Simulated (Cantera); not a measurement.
Feed: 1 mol Fe, 2 mol Cl2, 0.074 mol N2, at 0.110 bar.

Equilibrium computed with Cantera from the NASA thermochemical tables; the gas is ideal and each condensed phase is pure. Candidate condensed phases: Fe, FeCl2, FeCl3; 10 gas species. Kinetics and transport are ignored.

log p: log10 of the partial pressure in bar; nothing condenses.

```csv
T (K),log p FeCl3,log p Cl2,log p FeCl2,log p Cl,log p N2,log p Fe2Cl6
1023,-1.22,-1.43,-2.82,-3.98,-2.27,-2.30
1073,-1.20,-1.44,-2.54,-3.69,-2.28,-2.60
1123,-1.21,-1.43,-2.31,-3.42,-2.29,-2.90
1173,-1.23,-1.43,-2.12,-3.16,-2.30,-3.21
1223,-1.27,-1.42,-1.95,-2.93,-2.31,-3.52
1273,-1.31,-1.41,[?],[?],-2.32,[?]
1323,-1.37,-1.40,-1.71,-2.52,-2.33,-4.15
1373,-1.44,-1.40,-1.62,-2.34,-2.35,-4.47
1423,-1.51,-1.40,-1.55,-2.17,-2.36,-4.80
1473,[?],-1.40,-1.50,[?],-2.38,[?]
1523,-1.70,-1.42,-1.46,-1.88,-2.39,-5.48
1573,-1.81,-1.45,-1.43,-1.75,-2.41,-5.83
```

Task: What belongs in the gaps?

Result: 
- 1473, log p FeCl3: -1.60
- 1473, log p Cl: -2.02
- 1473, log p Fe2Cl6: -5.14
- 1273, log p FeCl2: -1.82
- 1273, log p Cl: -2.72
- 1273, log p Fe2Cl6: -3.83
